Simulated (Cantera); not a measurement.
What does this Cantera script print?

```python
import numpy as np
import cantera as ct

gas_names = """
    H HO2 H2 H2O H2O2 H2S H2SO4 O OH O2 O3 S SH SO SO2 SO3 S2 S2O S8
""".split()
cond_names = """
    H2O(s) H2O(L) H2SO4(L) S(cr1) S(cr2) S(L)
""".split()


# ... load() reads the species with a 1 bar reference pressure and builds the phases ...
atoms = {
    'S': {'S': 1},
    'H2O': {'H': 2, 'O': 1},
    'H2': {'H': 2},
}
top_T = {}  # K; cautious upper limits of use, not melting points


# ... equilibrate(T, P, feed) seeds the gas with the atoms and calls Mixture.equilibrate('TP', solver="vcs", rtol=1e-11, max_steps=5000) ...
results = []
T = 2200  # K
P = 100  # Pa
for m in [0.18, 0.31, 0.53, 0.91, 1.6, 2.7, 4.6, 7.9]:
    feed = {'S': 1, 'H2O': 3.3, 'H2': m}  # mol
    mix = equilibrate(T, P, feed)
    results.append((T, P, feed, dict(zip(mix.species_names, mix.species_moles))))

top = {s: max(r[3][s] / sum(r[3][g] for g in gas_names) for r in results) for s in gas_names}
cols = sorted((s for s in top if top[s] > 1e-05), key=lambda s: -top[s])[:6]
seen = [c for c in cond_names if any(r[3].get(c, 0) > 1e-12 for r in results)]
print("log10 of partial pressures in bar; condensed amounts in mol")
print(f"{'n(H2)':>10s}" + "".join(f"{s[:9]:>10s}" for s in cols + seen))
for T, P, feed, n in results:
    ng = sum(n[g] for g in gas_names)
    print(f"{feed['H2']:10.4g}" + "".join(f"{np.log10(max(n[s] / ng * P / 1e5, 1e-99)):10.3f}" for s in cols)
          + "".join(f"{n.get(c, 0):10.4g}" for c in seen))
```

Result:

```
log10 of partial pressures in bar; condensed amounts in mol
     n(H2)        H2       H2O         H       SO2        SO         S
      0.18    -3.503    -3.447    -4.001    -3.919    -4.145    -4.903
      0.31    -3.489    -3.454    -3.994    -3.943    -4.148    -4.885
      0.53    -3.467    -3.465    -3.983    -3.982    -4.154    -4.858
      0.91    -3.435    -3.483    -3.967    -4.046    -4.168    -4.821
       1.6    -3.388    -3.514    -3.944    -4.155    -4.199    -4.774
       2.7    -3.337    -3.560    -3.918    -4.308    -4.255    -4.733
       4.6    -3.280    -3.630    -3.889    -4.535    -4.354    -4.706
       7.9    -3.225    -3.730    -3.862    -4.849    -4.514    -4.710
```

These are equilibrium values from Cantera (NASA tables, ideal gas, pure condensed phases), not measurements of a reactor.
